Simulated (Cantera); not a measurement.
A perfectly stirred reactor is fed with 45.2 % H₂, 32.3 % O₂, 22.6 % N₂, equivalence ratio 0.70, at 1.00 bar; it is held at 1350 K, and followed from long to short residence time.

Cantera simulation using GRI-Mech 3.0 (53 species, 325 reactions); the numbers are that mechanism's predictions, not measurements. The temperature is held fixed by assumption; the heat of reaction is taken as removed at once.

x: mole fraction; the columns are a selection and need not sum to one.

```csv
τ (s),x H₂,x O₂,x N₂O,x H₂O,x H,x NO,x O
0.77,0.000164,0.125,2.86e-7,0.583,1.36e-6,2.18e-7,7.23e-6
0.38,0.000268,0.125,3.48e-7,0.583,2.73e-6,2.31e-7,1.18e-5
0.19,0.000431,0.125,3.87e-7,0.583,5.41e-6,2.30e-7,1.93e-5
0.091,…,0.125,3.95e-7,0.582,…,2.18e-7,…
0.045,…,0.125,3.78e-7,0.581,…,2.02e-7,…
0.022,0.00181,0.125,3.45e-7,0.580,4.56e-5,1.92e-7,9.54e-5
0.011,0.00281,0.126,3.07e-7,0.579,9.04e-5,1.95e-7,0.000161
0.0054,0.00434,0.126,2.67e-7,0.577,0.000182,2.20e-7,0.000274
0.0026,0.00668,0.127,2.26e-7,0.573,0.000373,2.80e-7,0.000469
0.0013,0.00993,0.128,1.89e-7,0.568,0.000734,3.86e-7,0.000769
0.00064,0.0148,0.130,1.55e-7,0.561,0.00146,5.60e-7,0.00125
```

Question: Fill in the missing entries.

Answer: 
- 0.091, x H₂: 0.000711
- 0.091, x H: 1.12e-5
- 0.091, x O: 3.29e-5
- 0.045, x H₂: 0.00114
- 0.045, x H: 2.25e-5
- 0.045, x O: 5.57e-5
